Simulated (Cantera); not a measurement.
A perfectly stirred reactor is fed with C2H4 : O2 : N2 : H2O = 1 : 3.19 : 28.4 : 1.6 (molar parts), at 0.987 atm; it is adiabatic with a 450 K inlet, and is followed from long to short residence time, starting on the burning branch (τ in s: 0.082, 0.028, 0.0096, 0.0033, 0.0011, 0.00039, 0.00013, 4.5e-05, 1.5e-05).

Cantera simulation using GRI-Mech 3.0 (53 species, 325 reactions); the numbers are that mechanism's predictions, not measurements. GRI-Mech 3.0 was tuned for natural gas; its chemistry of ethylene as a main component is partial and can be far from experiment.

### Question
What does this change do: C2H4 1 to 0.63 parts?

### Answer
```
quantity                                                                       before                               after
------------------------------------------------  -----------------------------------  ----------------------------------
blow-out, bracketed by the residence times tried  burning at 1.10 ms, out at 0.390 ms  burning at 82.0 ms, out at 28.0 ms
x(C2H4) at τ = 82.0 ms                                                        1.11e-5                             8.35e-5
x(O2) at τ = 82.0 ms                                                          0.00670                              0.0398
x(H2O) at τ = 82.0 ms                                                           0.104                              0.0841
x(C2H6) at τ = 82.0 ms                                                       2.85e-10                             4.72e-8
x(H2) at τ = 82.0 ms                                                         0.000871                            0.000107
x(C2H4) at τ = 1.10 ms                                                       0.000283                              0.0186
x(O2) at τ = 1.10 ms                                                           0.0163                              0.0943
x(H2O) at τ = 1.10 ms                                                          0.0979                              0.0473
x(C2H6) at τ = 1.10 ms                                                        2.04e-7                              <1e-12
x(H2) at τ = 1.10 ms                                                          0.00396                              <1e-12
```
